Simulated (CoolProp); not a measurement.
Vapour-liquid equilibrium of isohexane (1) + n-hexane (2) at 418.6 K; x and y are mole fractions of (1).

Values from CoolProp's multi-fluid Helmholtz-energy mixture model, Lemmon 2006 and Thol 2019; pair parameters Bell 2016.

```json
[
 {"x": "0.05", "bubble pressure, mixture model (kPa)": "696.1", "bubble pressure, Raoult's law (kPa)": "695.6", "y, mixture model": "0.058", "y, Raoult's law": "0.060"},
 {"x": "0.2", "bubble pressure, mixture model (kPa)": "718.6", "bubble pressure, Raoult's law (kPa)": "716.5", "y, mixture model": "0.226", "y, Raoult's law": "0.231"},
 {"x": "0.35", "bubble pressure, mixture model (kPa)": "740.7", "bubble pressure, Raoult's law (kPa)": "737.5", "y, mixture model": "0.385", "y, Raoult's law": "0.393"},
 {"x": "0.5", "bubble pressure, mixture model (kPa)": "762.3", "bubble pressure, Raoult's law (kPa)": "758.4", "y, mixture model": "0.536", "y, Raoult's law": "0.546"},
 {"x": "0.65", "bubble pressure, mixture model (kPa)": "783.2", "bubble pressure, Raoult's law (kPa)": "779.4", "y, mixture model": "0.681", "y, Raoult's law": "0.691"},
 {"x": "0.8", "bubble pressure, mixture model (kPa)": "803.2", "bubble pressure, Raoult's law (kPa)": "800.3", "y, mixture model": "0.820", "y, Raoult's law": "0.828"},
 {"x": "0.95", "bubble pressure, mixture model (kPa)": "822.2", "bubble pressure, Raoult's law (kPa)": "821.3", "y, mixture model": "0.955", "y, Raoult's law": "0.958"}
]
```

The largest gap from Raoult's law is +0.5 % in bubble pressure, at x = 0.5. No azeotrope shows between x = 0.05 and 0.95.

Pair parameters are fitted to limited data, so mixtures are less certain than the pure fluids.
